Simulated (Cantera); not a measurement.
Input: 1 mol H2S, 0.12 mol H2O, equilibrated at 110 bar.

Cantera equilibrium calculation (NASA polynomials, part measured and part estimated; ideal gas, pure solids and liquids). Candidate condensed phases: H2O, H2SO4, S; 19 gas species. The ideal-gas law is rough above about 30 bar. Kinetics and transport are ignored. All values below are at 1700 K.

Base state: H2S 0.671, H2 0.152, H2O 0.0985, S2 0.0745, SH 0.00347, S2O 0.000208, SO2 8.78e-5, SO 4.08e-5 (mole fractions); condensed: gas only.

Problem. What changes in the equilibrium state with this change: H2S replaced by HI?

Solution. 
```csv
species,before,after
HI,0,0.531
H2,0.152,0.162
I2,0,0.120
H2S,0.671,0
I,0,0.0846
S2,0.0745,0
H2O,0.0985,0.103
SH,0.00347,0
S2O,0.000208,0
```
Further candidate phases: I2.
